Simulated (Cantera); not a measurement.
Abatement and gas-phase synthesis: CS2 + H2O

Charge: 1 mol CS2, 0.87 mol H2O, at 1425 K and 1 atm.

Equilibrium computed with Cantera from the NASA thermochemical tables; the gas is ideal and each condensed phase is pure. Candidate condensed phases: C, C6H6, C7H8, C8H18, H2O, H2SO4, S; 123 gas species. Equilibrium is a limit: real reactors are often held back by kinetics, nucleation or transport.

The x(CO) comes out as 0.329, the x(H2S) is 0.258 and the x(S2) comes out as 0.216. The x(H2) is 0.103, the x(CS2) is 0.0594 and the x(COS) is 0.0269. The x(CO2) is 0.00290 and the x(H2O) is 0.00207. The x(SH) is 0.00177 and the gas amount is 2.388 mol. The log10 activity of C(graphite) (absent) is -1.30 and the log10 activity of S(l) (absent) is -1.46.
